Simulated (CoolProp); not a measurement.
Ethanol along the isotherm 261.45 °C: Z from the reference equation and from simpler models built on Tc = 241.6 °C, pc = 6.268 MPa, ω = 0.644; each cubic takes its own stable root.

Values from CoolProp's reference Helmholtz-energy equation of state, Schroeder 2014.

```csv
p (MPa),phase,reference
0.0991,gas,0.9961
0.15,gas,0.9941
0.226,gas,0.9910
0.34,gas,0.9865
0.513,gas,0.9794
0.774,gas,0.9687
1.17,gas,0.9520
1.76,gas,0.9261
2.66,gas,0.8838
4.01,gas,0.8117
6.05,gas,0.6652
9.13,supercritical,0.2825
13.8,supercritical,0.3071
20.8,supercritical,0.4138
31.3,supercritical,0.5756
```

**Question.** How far does each simpler model (Redlich-Kwong, Soave-Redlich-Kwong, Peng-Robinson) lie from the reference over these 15 states: mean and median of the absolute difference, and the worst?

**Answer.** 
- Redlich-Kwong: mean 7.6 %, median 1.8 %, worst +27.9 % at 261.45 °C and 13.8 MPa
- Soave-Redlich-Kwong: mean 9.1 %, median 1.3 %, worst +35.1 % at 261.45 °C and 13.8 MPa
- Peng-Robinson: mean 6.8 %, median 2.4 %, worst +25.1 % at 261.45 °C and 9.13 MPa
